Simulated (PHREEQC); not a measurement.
Brine (model solution)

A solution holds 1.3 mol/kgw LiCl and 1 mol/kgw NaCl, at 25 °C. Closed to the air; pH follows from the charge balance.

Equilibrium calculation in PHREEQC: Pitzer model, pitzer.dat.

No solid was allowed to form.

Problem. Predict the activity of water, density.

Solution. activity of water 0.912; density 1.063 g/cm³.
